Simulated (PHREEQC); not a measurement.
# Buffer

A solution holds 0.055 mol H3PO4 and 0.014 mol KOH per kg of water, at 25 °C. Closed to the air; pH follows from the charge balance.

Equilibrium calculation in PHREEQC: ion-association model, phreeqc.dat.

```
Item                          Result
--------------------  --------------
pH                              2.02
ionic strength        0.0249 mol/kgw
specific conductance      5060 µS/cm
total alkalinity        -41.0 meq/kg
```

```
species  molality  activity   log γ
-------  --------  --------  ------
H3PO4      0.0301    0.0303   0.002
H2PO4-     0.0249    0.0215  -0.063
K+         0.0140    0.0120  -0.068
H+         0.0109   0.00957  -0.055
HPO4-2    2.51e-7   1.39e-7  -0.255
KHPO4-    3.77e-9   3.26e-9  -0.063
```

Precipitation was switched off in this run. Species that the database lacks are ignored.
